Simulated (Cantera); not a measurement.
## Hydrocarbon pyrolysis for carbon deposition

An isothermal, constant-pressure homogeneous reactor starts with 61.0 % CH4, 39.0 % H2, at 1800 K and 100.0 Torr.

Model: GRI-Mech 3.0 (53 species, 325 reactions), integrated in Cantera. GRI-Mech 3.0 stops at C3 and has no aromatics, soot or wall deposition, so with more carbon than oxygen in the feed, carbon stays in small species such as C2H2 where larger ones or solid carbon would form.

```
t (s)       x CH4   x H2    x C2H6    x CH2     x CH3
--------  -------  -----  --------  -------  --------
0.000100    0.608  0.391   2.30e-5  1.98e-7   0.00157
0.000217    0.604  0.392  0.000150  7.56e-7   0.00320
0.000469    0.590  0.399  0.000616  2.23e-6   0.00585
0.00102     0.536  0.433   0.00110  3.76e-6   0.00769
0.00220     0.422  0.512  0.000758  3.34e-6   0.00643
0.00477     0.292  0.605  0.000371  2.54e-6   0.00457
0.0103      0.177  0.686  0.000147  1.84e-6   0.00294
0.0224     0.0932  0.744   4.58e-5  1.26e-6   0.00169
0.0484     0.0436  0.779   1.13e-5  7.85e-7  0.000862
0.105      0.0191  0.796   2.39e-6  4.28e-7  0.000403
0.227     0.00843  0.804   5.05e-7  2.13e-7  0.000184
0.492     0.00413  0.807   1.42e-7  1.10e-7   9.10e-5
1.07      0.00268  0.808   7.45e-8  7.30e-8   5.92e-5
2.31      0.00243  0.808   6.58e-8  6.65e-8   5.38e-5
5.00      0.00242  0.808   6.56e-8  6.63e-8   5.36e-5
```
x: mole fraction; the columns are a selection and need not sum to one.

Equilibrium at this temperature and pressure: CH4 0.00242, H2 0.808, C2H6 6.56e-8, CH2 6.63e-8, CH3 5.36e-5 (gas phase only).
